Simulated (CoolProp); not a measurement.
Dimethyl carbonate at 418.92 K and 0.0397 MPa is throttled through a valve to 0.016 MPa with no heat exchange. Each further row changes one setting.

The numbers come from the reference Helmholtz-energy equation of state, Zhou 2011 in CoolProp.

| case | temperature change (K) | final density (kg/m³) |
|---|---|---|
| as stated | -0.3 | … |
| outlet pressure 0.0048 MPa | … | … |
| outlet pressure 0.0208 MPa | -0.3 | 0.540 |

Q: Fill in the missing entries.

A: 
- as stated, final density (kg/m³): 0.415
- outlet pressure 0.0048 MPa, temperature change (K): -0.5
- outlet pressure 0.0048 MPa, final density (kg/m³): 0.124
